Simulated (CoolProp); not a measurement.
C3F8 (R218) at several states: fugacity coefficient from the reference equation and from simpler models built on Tc = 71.9 °C, pc = 2.640 MPa, ω = 0.317; each cubic takes its own stable root.

Values from CoolProp's reference Helmholtz-energy equation of state, Lemmon 2006. It is a short technical equation, of lower accuracy than the large ones.

```csv
T (°C),p (MPa),phase,reference
-16.65,1.39,liquid,0.1635
-44.95,0.126,liquid,0.5278
155.25,0.0407,gas,0.9977
```

### Question
How far does each simpler model (van der Waals, Soave-Redlich-Kwong, Peng-Robinson) lie from the reference over these 3 states: mean and median of the absolute difference, and the worst?

### Answer
- van der Waals: mean 87.7 %, median 82.5 %, worst +180.5 % at -16.65 °C and 1.39 MPa
- Soave-Redlich-Kwong: mean 0.6 %, median 0.3 %, worst +1.5 % at -16.65 °C and 1.39 MPa
- Peng-Robinson: mean 0.4 %, median 0.5 %, worst +0.7 % at -44.95 °C and 0.126 MPa

At some of these states van der Waals gives the other phase, because its saturation line lies elsewhere.
